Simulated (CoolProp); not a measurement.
Model: reference Helmholtz-energy equation of state, Fiedler 2023, in CoolProp.

Problem. Give the vapour pressure (MPa), liquid cp (kJ/(kg K)), vapour Z of saturated tetrahydrofuran at 131.05, 163.05 °C.

Solution. 
| T (°C) | p (MPa) | liquid cp (kJ/(kg K)) | vapour Z |
|---|---|---|---|
| 131.05 | 0.570 | 2.18 | 0.900 |
| 163.05 | 1.08 | 2.36 | 0.841 |
